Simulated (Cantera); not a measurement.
A Cantera script and its output.

```python
import numpy as np
import cantera as ct

gas = ct.Solution("gri30.yaml")
gas.TPX = 2000, 13000, {'NO': 1, 'N2': 2.8, 'H2O': 0.19}
inlet = ct.Reservoir(gas, clone=True)

reactor = ct.IdealGasConstPressureReactor(gas, energy="off", clone=False)
exhaust = ct.Reservoir(gas, clone=True)
tau = [14, 4.7, 1.5, 0.51, 0.17, 0.055, 0.018, 0.0059, 0.0019][0]
for a, b in ((inlet, reactor), (reactor, exhaust)):
    ct.MassFlowController(a, b, mdot=lambda t: reactor.mass / tau)
net = ct.ReactorNet([reactor])
show = ['NO', 'N2', 'O2', 'NO2', 'N2O']

rows = []
print(f"{'tau/s':>10s}{'T/K':>9s}" + "".join(f"{s:>11s}" for s in show))
for tau in [14, 4.7, 1.5, 0.51, 0.17, 0.055, 0.018, 0.0059, 0.0019]:
    net.initial_time = 0.0
    net.advance(30 * tau)
    before = gas.X
    net.advance(40 * tau)
    drift = np.max(np.abs(gas.X - before) / (gas.X + 1e-9))
    rows.append([gas.T, *gas[show].X, drift])
    print(f"{tau:10.3e}{gas.T:9.1f}" + "".join(f"{x:11.3e}" for x in gas[show].X))
```

Output:

```
     tau/s      T/K         NO         N2         O2        NO2        N2O
 1.400e+01   2000.0  5.983e-02  7.964e-01  9.457e-02  2.490e-05  1.018e-06
 4.700e+00   2000.0  1.156e-01  7.686e-01  6.677e-02  4.036e-05  3.426e-06
 1.500e+00   2000.0  1.846e-01  7.342e-01  3.245e-02  4.477e-05  8.391e-06
 5.100e-01   2000.0  2.251e-01  7.140e-01  1.245e-02  3.374e-05  1.194e-05
 1.700e-01   2000.0  2.416e-01  7.057e-01  4.418e-03  2.186e-05  1.308e-05
 5.500e-02   2000.0  2.476e-01  7.027e-01  1.632e-03  1.487e-05  1.358e-05
 1.800e-02   2000.0  2.497e-01  7.017e-01  6.453e-04  1.319e-05  1.483e-05
 5.900e-03   2000.0  2.504e-01  7.016e-01  1.963e-04  1.613e-05  1.482e-05
 1.900e-03   2000.0  2.506e-01  7.017e-01  1.572e-05  1.332e-05  1.013e-05
```

Detailed kinetics in Cantera: GRI-Mech 3.0 (53 species, 325 reactions).
